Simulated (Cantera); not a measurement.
An adiabatic, constant-pressure homogeneous reactor starts with 6.65 % CH3OH, 19.5 % O2, 73.8 % N2, equivalence ratio 0.51, at 1173 K and 2500000 Pa.

Cantera simulation using GRI-Mech 3.0 (53 species, 325 reactions); the numbers are that mechanism's predictions, not measurements. GRI-Mech 3.0 was tuned for natural gas; its chemistry of methanol as a main component is partial and can be far from experiment. The pressure lies above the range GRI-Mech 3.0 was tuned for (to about 10 atm).

One state of this run: T (K) = 2256; x CH3OH = <1e-12; x O2 = 0.0877; x HCO = 3.69e-11; x CO = 0.000382; x CH2 = <1e-12; x CH2O = <1e-12. x: mole fraction; the columns are a selection and need not sum to one.

Q: Which value of t (s) does it belong to?
A. 1.07e-5
B. 2.27e-5
C. 5.00e-6
D. 0.0938

A: D, 0.0938
